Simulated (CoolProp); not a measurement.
Saturated liquid density (kg/m³) of methanol: the reference equation beside estimates from Tc = 513.4 K, pc = 82.16 bar, ω = 0.565. Rackett uses Z = 0.29056 − 0.08775 ω.

Values from CoolProp's reference Helmholtz-energy equation of state, de Reuck 1993.

```json
[
 {"T (K)": "259.7", "reference": "822.3", "Rackett": "819.2", "van der Waals": "403.0", "Redlich-Kwong": "598.2", "Soave-Redlich-Kwong": "630.1", "Peng-Robinson": "707.4"},
 {"T (K)": "284", "reference": "799.5", "Rackett": "792.6", "van der Waals": "391.9", "Redlich-Kwong": "579.6", "Soave-Redlich-Kwong": "615.5", "Peng-Robinson": "691.9"},
 {"T (K)": "308.4", "reference": "776.6", "Rackett": "764.8", "van der Waals": "380.0", "Redlich-Kwong": "559.3", "Soave-Redlich-Kwong": "598.8", "Peng-Robinson": "674.2"},
 {"T (K)": "332.7", "reference": "753.2", "Rackett": "735.7", "van der Waals": "367.2", "Redlich-Kwong": "537.2", "Soave-Redlich-Kwong": "579.9", "Peng-Robinson": "654.0"},
 {"T (K)": "357", "reference": "728.5", "Rackett": "704.9", "van der Waals": "353.4", "Redlich-Kwong": "512.9", "Soave-Redlich-Kwong": "558.1", "Peng-Robinson": "630.5"},
 {"T (K)": "381.4", "reference": "701.5", "Rackett": "671.9", "van der Waals": "338.3", "Redlich-Kwong": "485.9", "Soave-Redlich-Kwong": "532.8", "Peng-Robinson": "602.9"},
 {"T (K)": "405.7", "reference": "671.1", "Rackett": "636.3", "van der Waals": "321.6", "Redlich-Kwong": "455.8", "Soave-Redlich-Kwong": "503.2", "Peng-Robinson": "570.3"},
 {"T (K)": "430", "reference": "635.5", "Rackett": "596.7", "van der Waals": "302.6", "Redlich-Kwong": "421.7", "Soave-Redlich-Kwong": "467.9", "Peng-Robinson": "530.7"},
 {"T (K)": "454.4", "reference": "591.8", "Rackett": "551.0", "van der Waals": "280.5", "Redlich-Kwong": "381.8", "Soave-Redlich-Kwong": "424.2", "Peng-Robinson": "481.1"},
 {"T (K)": "478.7", "reference": "534.2", "Rackett": "494.6", "van der Waals": "253.0", "Redlich-Kwong": "333.0", "Soave-Redlich-Kwong": "367.8", "Peng-Robinson": "415.8"},
 {"T (K)": "503.1", "reference": "433.0", "Rackett": "407.6", "van der Waals": "212.1", "Redlich-Kwong": "262.4", "Soave-Redlich-Kwong": "281.8", "Peng-Robinson": "314.4"}
]
```

Absolute difference from the reference over all 11 rows, mean and median: Rackett 4.0 and 4.2 %, van der Waals 51.7 and 51.5 %, Redlich-Kwong 31.8 and 30.7 %, Soave-Redlich-Kwong 26.0 and 24.0 %, Peng-Robinson 16.5 and 14.1 %.
